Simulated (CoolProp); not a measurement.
Properties of water along the isobar 73800 kPa.

Values from CoolProp's reference Helmholtz-energy equation of state, Wagner 2002.

```csv
T (°C),phase,density (kg/m³),cp (kJ/(kg K)),isothermal compressibility (1/MPa),viscosity (µPa s),Prandtl number,fugacity coefficient
211.45,liquid,899.4,4.237,0.0006269,143,0.856,0.03475
237.65,liquid,873.0,4.309,0.0007340,129,0.800,0.05417
263.95,liquid,844.3,4.399,0.0008769,117,0.766,0.07996
290.25,liquid,813.2,4.511,0.001070,107,0.749,0.1124
316.45,liquid,779.4,4.653,0.001337,99.2,0.747,0.1515
342.75,liquid,742.2,4.834,0.001718,91.8,0.759,0.1971
368.95,liquid,701.3,5.067,0.002275,85.1,0.785,0.2480
395.25,supercritical,655.7,5.371,0.003124,78.6,0.828,0.3035
421.45,supercritical,604.9,5.758,0.004439,72.4,0.891,0.3617
```

Viscosity comes from a separate model (Huber 2009). Thermal conductivity comes from a separate model (Huber 2012).
